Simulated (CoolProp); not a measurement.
Model: reference Helmholtz-energy equation of state, Schroeder 2014, in CoolProp.

Give the vapour pressure (kPa), enthalpy of vaporisation (kJ/kg), liquid conductivity (mW/(m K)) of saturated ethanol at 442.9, 458.8 K.


```json
[
 {"T (K)": "442.9", "p (kPa)": "1580", "enthalpy of vaporisation (kJ/kg)": "625", "liquid conductivity (mW/(m K))": "139"},
 {"T (K)": "458.8", "p (kPa)": "2230", "enthalpy of vaporisation (kJ/kg)": "566", "liquid conductivity (mW/(m K))": "137"}
]
```

Thermal conductivity comes from a separate model (Assael 2013).
